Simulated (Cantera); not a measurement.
Charge: 1 mol BN, 14 mol H2O, 9.8 mol N2, equilibrated at 0.133 bar.

Method: chemical equilibrium by Gibbs-energy minimisation in Cantera with the NASA 1993 tables (ideal gas, pure condensed phases). Candidate condensed phases: B, BN, B2O3, B3O3H3, H2O; 39 gas species. Gases not in the tables: H3BO3. Rates play no part.

Which condensed phases are stable at each of these points (T (K)): 1273, 1373, 1473, 1573, 1673, 1773, 1873, 1973, 2073?


| T (K) | condensed phases | B condensed (%) |
|---|---|---|
| 1273 | B2O3(l) | 80.7 |
| 1373 | B2O3(l) | 60.2 |
| 1473 | B2O3(l) | 5.2 |
| 1573 | gas only | 0.0 |
| 1673 | gas only | 0.0 |
| 1773 | gas only | 0.0 |
| 1873 | gas only | 0.0 |
| 1973 | gas only | 0.0 |
| 2073 | gas only | 0.0 |

From 1273 K to 1473 K the condensed part is B2O3(l). From 1573 K to 2073 K nothing is condensed.
